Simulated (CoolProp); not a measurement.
The numbers come from the reference Helmholtz-energy equation of state, Lemmon 2006 in CoolProp. It is a short technical equation, of lower accuracy than the large ones.

Task: For R141b, give the phase and the cp (kJ/(kg K)), Joule-Thomson coefficient (K/MPa), conductivity (mW/(m K)), Prandtl number at 151.25 °C and 1.32 MPa; 151.25 °C and 11.8 MPa; 151.25 °C and 19.7 MPa.

Result: 
- 151.25 °C and 1.32 MPa: gas; cp 1.08, Joule-Thomson coefficient 16.7, conductivity 21.7, Prandtl number 0.666
- 151.25 °C and 11.8 MPa: liquid; cp 1.33, Joule-Thomson coefficient -0.00438, conductivity 68.4, Prandtl number 2.91
- 151.25 °C and 19.7 MPa: liquid; cp 1.28, Joule-Thomson coefficient -0.149, conductivity 72.9, Prandtl number 3.02

Viscosity comes from a separate model (Huber 2003), an estimate that may be off by 10 % or more. Thermal conductivity comes from a separate model (Huber 2003), an estimate that may be off by 10 % or more.
